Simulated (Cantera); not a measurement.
Cantera run:

```python
import numpy as np
import cantera as ct

gas_names = """
    Mg MgN MgO Mg2 N NO NO2 NO3 N2 N2O O O2 O3
""".split()
cond_names = """
    Mg(cr) Mg(L) MgO(s) MgO(L)
""".split()


# ... load() reads the species with a 1 bar reference pressure and builds the phases ...
atoms = {
    'MgO': {'Mg': 1, 'O': 1},
    'N2': {'N': 2},
}
top_T = {}  # K; cautious upper limits of use, not melting points


# ... equilibrate(T, P, feed) seeds the gas with the atoms and calls Mixture.equilibrate('TP', solver="vcs", rtol=1e-11, max_steps=5000) ...
results = []
feed = {'MgO': 1, 'N2': 0.043}  # mol
P = 1333.22  # Pa
for T in [2198, 2273, 2348, 2423, 2498, 2573, 2648, 2723, 2798, 2873]:
    mix = equilibrate(T, P, feed)
    results.append((T, P, feed, dict(zip(mix.species_names, mix.species_moles))))

top = {s: max(r[3][s] / sum(r[3][g] for g in gas_names) for r in results) for s in gas_names}
cols = sorted((s for s in top if top[s] > 1e-06), key=lambda s: -top[s])[:9]
seen = [c for c in cond_names if any(r[3].get(c, 0) > 1e-12 for r in results)]
print("log10 of partial pressures in bar; condensed amounts in mol")
print(f"{'T/K':>10s}" + "".join(f"{s[:9]:>10s}" for s in cols + seen))
for T, P, feed, n in results:
    ng = sum(n[g] for g in gas_names)
    print(f"{T:10.4g}" + "".join(f"{np.log10(max(n[s] / ng * P / 1e5, 1e-99)):10.3f}" for s in cols)
          + "".join(f"{n.get(c, 0):10.4g}" for c in seen))
```

Output:

```
log10 of partial pressures in bar; condensed amounts in mol
       T/K        N2        Mg         O        O2       MgO        NO         N       MgN       NO2    MgO(s)
      2198    -1.878    -4.250    -4.975    -4.803    -6.149    -4.851    -8.854    -9.607    -9.805    0.9998
      2273    -1.883    -3.882    -4.576    -4.406    -5.638    -4.583    -8.479    -9.130    -9.381    0.9996
      2348    -1.892    -3.536    -4.205    -4.039    -5.161    -4.337    -8.131    -8.685    -8.992     0.999
      2423    -1.911    -3.210    -3.858    -3.698    -4.714    -4.113    -7.809    -8.272    -8.636    0.9978
      2498    -1.951    -2.904    -3.533    -3.380    -4.294    -3.915    -7.518    -7.894    -8.314     0.995
      2573    -2.037    -2.615    -3.228    -3.082    -3.899    -3.753    -7.267    -7.563    -8.036    0.9882
      2648    -2.255    -2.344    -2.940    -2.800    -3.528    -3.669    -7.099    -7.320    -7.842    0.9634
      2723    -3.504    -2.121    -2.684    -2.567    -3.226    -4.127    -7.462    -7.645    -8.213         0
      2798    -3.518    -2.128    -2.581    -2.625    -3.298    -4.116    -7.221    -7.586    -8.258         0
      2873    -3.532    -2.136    -2.492    -2.697    -3.377    -4.115    -6.993    -7.533    -8.319         0
```

Cantera equilibrium calculation (NASA polynomials, part measured and part estimated; ideal gas, pure solids and liquids).
